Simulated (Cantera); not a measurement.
## Premixed flame

A freely propagating, adiabatic, planar premixed flame of 12.0 % CH₄, 18.5 % O₂, 69.5 % N₂, equivalence ratio 1.3, unburnt at 550 K and 4.30 bar; mixture-averaged transport, grid criteria slope 0.08 and curve 0.16, no radiation.

Detailed kinetics in Cantera: GRI-Mech 3.0 (53 species, 325 reactions). Burning velocities carry a grid error of a few per cent, more on coarse grids.

```
z (mm)   T (K)  u (m/s)     x CH₄      x O₂     x H₂    x HCN      x NO    x CH₂O
-------  -----  -------  --------  --------  -------  -------  --------  --------
-0.500     551    0.422     0.120     0.184  0.00328    <1e-8     <1e-8   5.92e-7
-0.333     558    0.429     0.119     0.183  0.00751  2.27e-8   2.21e-8   5.36e-6
-0.250     583    0.451     0.116     0.181   0.0124  1.36e-7   1.13e-7   3.13e-5
-0.167     712    0.557     0.106     0.170   0.0208  1.15e-6   9.67e-7  0.000248
-0.0833   1193    0.951    0.0696     0.123   0.0322  7.85e-6   9.32e-6   0.00119
-0.0416   1595     1.29    0.0378    0.0779   0.0380  1.65e-5   2.00e-5   0.00113
0         1959     1.59    0.0102    0.0316   0.0414  3.09e-5   3.62e-5  0.000430
0.0416    2127     1.73   0.00141   0.00852   0.0412  4.31e-5   6.14e-5  0.000106
0.0833    2174     1.76  0.000195   0.00217   0.0412  3.80e-5   8.56e-5   1.98e-5
0.167     2198     1.78   8.18e-6  0.000302   0.0421  2.07e-5  0.000111   8.59e-7
0.333     2215     1.79   1.81e-7   9.24e-5   0.0427  7.65e-6  0.000126   1.93e-8
0.666     2227     1.80     <1e-8   3.61e-5   0.0429  2.21e-6  0.000131     <1e-8
1.33      2234     1.81     <1e-8   1.50e-5   0.0429  5.54e-7  0.000133     <1e-8
```
x: mole fraction of selected species; z is measured from the peak of heat release.

| Property | Result |
|---|---|
| laminar burning velocity | 42.0 cm/s |
| thermal thickness | 0.167 mm |
| peak x(H₂) | 0.0429 |
| peak x(HCN) | 4.33e-5 |
| peak x(CH₂O) | 0.00130 |
| grid points | 133 |
